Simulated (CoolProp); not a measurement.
Vapour-liquid equilibrium of n-decane (1) + n-dodecane (2) at 470 kPa; x and y are mole fractions of (1).

Computed with CoolProp (multi-fluid Helmholtz-energy mixture model, Lemmon 2006 and Lemmon 2004; pair parameters Bell 2016).

| x | bubble temperature, mixture model (°C) | bubble temperature, Raoult's law (°C) | y, mixture model | y, Raoult's law |
|---|---|---|---|---|
| 0.05 | … | 289.6 | … | 0.103 |
| 0.2 | … | 280.4 | 0.310 | 0.356 |
| 0.35 | … | 272.4 | 0.501 | 0.548 |
| 0.5 | … | 265.2 | … | 0.696 |
| 0.65 | 259.7 | 258.8 | … | 0.812 |
| 0.8 | 253.5 | 253.0 | 0.888 | 0.904 |
| 0.95 | 247.9 | 247.7 | 0.974 | 0.978 |

### Question
What belongs in the gaps?

### Answer

- 0.05, bubble temperature, mixture model (°C): 290.1
- 0.05, y, mixture model: 0.084
- 0.2, bubble temperature, mixture model (°C): 281.9
- 0.35, bubble temperature, mixture model (°C): 273.9
- 0.5, bubble temperature, mixture model (°C): 266.5
- 0.5, y, mixture model: 0.657
- 0.65, y, mixture model: 0.784

The largest gap from Raoult's law is +1.5 K in bubble temperature, at x = 0.35. No azeotrope shows between x = 0.05 and 0.95.

The pair parameters rest on a limited set of measurements; away from them the model extrapolates.
